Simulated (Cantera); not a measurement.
# Thermodynamics of silicon carbide growth, feed SiH2Cl2 + C3H8 + H2 + HCl

Charge: 1 mol SiH2Cl2, 0.015 mol C3H8, 16 mol H2, 0.14 mol HCl, at 2.30 mbar.

Equilibrium computed with Cantera from the NASA thermochemical tables; the gas is ideal and each condensed phase is pure. Candidate condensed phases: C, C6H6, C7H8, C8H18, Si, SiC; 109 gas species. Mutual solubility and eutectic melting of coexisting phases are not modelled. The tables' values for SiCl, SiCl3 are old estimates; treat these amounts as uncertain. Gases not in the tables: Si2H6 and higher silanes. The numbers say what is thermodynamically allowed, not how fast it happens.

| T (K) | log p H2 | log p H | log p HCl | log p Si | log p SiCl2 | log p Cl | n Si(s) | n SiC(s) | n Si(l) |
|---|---|---|---|---|---|---|---|---|---|
| 1150 | -2.68 | -8.47 | -3.79 | -12.70 | -4.56 | -9.64 | 0.616 | 0.0450 | 0 |
| 1250 | -2.68 | -7.66 | -3.75 | -11.08 | -4.41 | -8.79 | 0.614 | 0.0450 | 0 |
| 1350 | -2.68 | -6.96 | -3.75 | -9.70 | -4.36 | -8.11 | 0.600 | 0.0450 | 0 |
| 1450 | -2.68 | -6.37 | -3.75 | -8.51 | -4.34 | -7.53 | 0.585 | 0.0450 | 0 |
| 1550 | -2.68 | -5.84 | -3.76 | -7.48 | -4.32 | -7.02 | 0.571 | 0.0450 | 0 |
| 1650 | -2.68 | -5.38 | -3.77 | -6.57 | -4.31 | -6.58 | 0.557 | 0.0450 | 0 |
| 1750 | -2.68 | -4.98 | -3.76 | -5.82 | -4.32 | -6.17 | 0 | 0.0449 | 0.556 |
| 1850 | -2.69 | -4.61 | -3.75 | -5.19 | -4.36 | -5.80 | 0 | 0.0443 | 0.534 |
| 1950 | -2.70 | -4.29 | -3.75 | -4.62 | -4.40 | -5.47 | 0 | 0.0407 | 0.392 |
| 2050 | -2.72 | -4.00 | -3.75 | -4.16 | -4.48 | -5.17 | 0 | 0.0251 | 0 |
| 2150 | -2.74 | -3.75 | -3.71 | -4.08 | -4.79 | -4.85 | 0 | 0 | 0 |
| 2250 | -2.78 | -3.52 | -3.71 | -4.03 | -5.18 | -4.59 | 0 | 0 | 0 |
| 2350 | -2.83 | -3.32 | -3.75 | -4.02 | -5.62 | -4.38 | 0 | 0 | 0 |
log p: log10 of the partial pressure in bar; n: condensed amount in mol.

From 1150 K to 1650 K the condensed part is Si(s) + SiC(s). From 1750 K to 1950 K the condensed part is Si(l) + SiC(s). At 2050 K the condensed part is SiC(s). From 2150 K to 2350 K nothing is condensed. The main Si-bearing gas is SiCl2 at 1150 K and Si at 2350 K.
